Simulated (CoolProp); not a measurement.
A closed Brayton cycle with carbon dioxide: compressor inlet 323.15 K and 7.5 MPa, high pressure 17.9 MPa, turbine inlet 915 K, compressor efficiency 0.85, turbine efficiency 0.93, recuperator effectiveness 0.8 (on enthalpy, no pinch check). Each further row changes one setting.

Values from CoolProp's reference Helmholtz-energy equation of state, Span 1996.

```csv
case,thermal efficiency (%),net work (kJ/kg),compressor to turbine work,compressor exit (K),turbine exit (K)
as stated,30.2,87.6,0.34,398.3,800.5
turbine inlet 865 K,29.4,79.7,0.36,398.3,754.7
compressor inlet 333.15 K,29.6,82.5,0.38,412.4,800.5
high pressure 15.2 MPa,27.6,73.5,0.33,383.7,821.4
recuperator effectiveness 0.5,20.4,87.6,0.34,398.3,800.5
```
